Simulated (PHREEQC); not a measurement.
A made-up water analysis in mmol/kgw, 20 °C, pH 5.77, pe 9: Na 0.0255; K 0.033; Ca 0.182; Mg 0.0408; Cl 0.0382; S(6) 0.00292; Alkalinity (meq/kgw) 0.451; B 0.0139; Zn 0.000413; Sr 0.00665.

Valence states are taken as typed.

Equilibrium calculation in PHREEQC: ion-association model, phreeqc.dat.

No solid was allowed to form.

**Question.** Order these Zn species by the share of Zn that they hold, largest first: ZnHCO3+, ZnCO3, Zn+2.

**Answer.** Zn+2 (95 %), ZnHCO3+ (4.8 %), ZnCO3 (0.18 %)

The pH is 5.77 and the ionic strength 0.000739 mol/kgw.
